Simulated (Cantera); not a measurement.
## Counterflow diffusion flame

A counterflow diffusion flame at 0.622 atm, nozzles 20 mm apart: fuel side CH4 : C2H6 = 1 : 0.052 (molar parts) at 448 K, oxidiser side O2 : N2 = 0.24 : 0.76 (molar parts) at 300 K, fuel mass flux 0.68 times the oxidiser's; mixture-averaged transport, no radiation.

Detailed kinetics in Cantera: GRI-Mech 3.0 (53 species, 325 reactions). GRI-Mech 3.0 has no aromatics or soot, which form on the fuel side of real flames. The maximum strain rate includes the flame's own expansion and is several times the mean.

| oxidiser flux (kg/m²/s) | max strain (1/s) | mean strain (1/s) | T max (K) | peak x OH | peak x H | peak x NO | peak x CO | peak x C2H2 |
|---|---|---|---|---|---|---|---|---|
| 0.16 | 185 | 30.2 | 2119 | 0.00979 | 0.00581 | 0.000276 | 0.0657 | 0.0168 |
| 0.24 | 266 | 45.2 | 2104 | 0.00970 | 0.00611 | 0.000250 | 0.0648 | 0.0160 |
| 0.36 | 380 | 67.8 | 2085 | 0.00950 | 0.00638 | 0.000220 | 0.0639 | 0.0151 |
| 0.54 | 541 | 102 | 2065 | 0.00921 | 0.00659 | 0.000185 | 0.0633 | 0.0140 |
| 0.81 | 771 | 153 | 2043 | 0.00884 | 0.00674 | 0.000148 | 0.0630 | 0.0128 |
| 1.2 | 1090 | 226 | 2014 | 0.00827 | 0.00672 | 0.000109 | 0.0631 | 0.0112 |
| 1.8 | 1520 | 339 | 1972 | 0.00733 | 0.00634 | 6.77e-5 | 0.0635 | 0.00897 |
| 2.8 | 2110 | 528 | 1871 | 0.00512 | 0.00472 | 2.02e-5 | 0.0636 | 0.00467 |
x: mole fraction; the columns are a selection and need not sum to one.
